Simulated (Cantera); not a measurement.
Charge: 1 mol Fe3O4, 5.3 mol CO, 0.97 mol N2, held at 2152 °C.

Cantera equilibrium calculation (NASA polynomials, part measured and part estimated; ideal gas, pure solids and liquids). Candidate condensed phases: C, Fe, Fe(CO)5, FeO, Fe2O3, Fe3O4; 27 gas species. The tables' stoichiometric FeO is somewhat more stable than real wüstite, so its field is too wide. FeO: taken at fixed stoichiometry. Kinetics and transport are ignored.

x: gas mole fraction; n: condensed amount in mol.

```csv
P (Pa),x CO,x Fe,x CO2,x O,x N2,x O2,x FeO,n FeO(l)
10,0.399,0.239,0.0332,0.202,0.0777,0.0415,0.00547,0
100,0.363,0.251,___,___,___,___,___,0
1000,0.351,0.209,0.244,0.0168,0.107,0.0290,0.0400,0.778
10000,___,___,___,___,0.147,___,___,___
100000,0.676,0.00599,0.164,5.89e-5,0.154,3.54e-5,0.000400,2.96
1000000,0.685,0.000623,0.160,5.66e-6,0.155,3.27e-6,4.00e-5,3.00
```

Q: Some entries are withheld; supply them.

A: 
- 100, x CO2: 0.122
- 100, x O: 0.0815
- 100, x N2: 0.0869
- 100, x O2: 0.0678
- 100, x FeO: 0.0233
- 10000, x CO: 0.608
- 10000, x Fe: 0.0455
- 10000, x CO2: 0.194
- 10000, x O: 0.000775
- 10000, x O2: 0.000612
- 10000, x FeO: 0.00400
- 10000, n FeO(l): 2.67
